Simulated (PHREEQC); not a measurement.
A solution holds 0.06 mol Ni(NO3)2, 0.022 mol KCl and 1.8 mol HCl per kg of water, at 25 °C. Closed to the air; pH follows from the charge balance.

The numbers come from PHREEQC with the ion-association model, wateq4f.dat.

No solid was allowed to form.

Order these Ni species by the share of Ni that they hold, largest first: NiCl+, NiCl2, Ni+2.

NiCl2 (62 %), NiCl+ (27 %), Ni+2 (12 %)

The pH is -0.12 and the ionic strength 1.86 mol/kgw. Caution: at this ionic strength the ion-association model is outside its range; a Pitzer model would be the better tool where its parameters exist. Complexes and solids missing from the database can't appear.
